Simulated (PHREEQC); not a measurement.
Solution (60 °C): 0.0058 mol HF, 0.08 mol CsF, 2.4e-05 mol H4SiO4 and 0.069 mol H2SO4 per kg of water. Closed to the air; pH follows from the charge balance.

The numbers come from PHREEQC with the ion-association model, wateq4f.dat.

This is a speciation only: nothing precipitates in the calculation.

Q: Estimate the pH, ionic strength.

A: pH 1.81; ionic strength 0.127 mol/kgw.

Q: In which forms is S present?

A: HSO4- 61 %, SO4-2 39 % of the S.

Complexes and solids missing from the database can't appear. wateq4f.dat counts part of the HF as a dimer, H2F2, which phreeqc.dat doesn't know; its constant is uncertain. Away from 25 °C the constants follow the database's enthalpies or fits; those with neither stay at their 25 °C values. SiF6-2 is the database's only silicon fluoride.
